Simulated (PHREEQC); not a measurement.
Consider water at 20 °C with 0.083 mol/kgw Cu(NO3)2, 1.24e-05 mol/kgw HBF4 and 0.0011 mol/kgw KCl. Closed to the air; pH follows from the charge balance.

Computed with PHREEQC (ion-association model, wateq4f.dat).

This is a speciation only: nothing precipitates in the calculation.

Question: Order these F species by the share of F that they hold, largest first: F-, CuF+, HF.

Answer: F- (68 %), CuF+ (28 %), HF (3.9 %)

The pH is 4.19 and the ionic strength 0.250 mol/kgw. Species that the database lacks are ignored. Real BF4- forms and hydrolyses slowly; the run takes it at equilibrium.
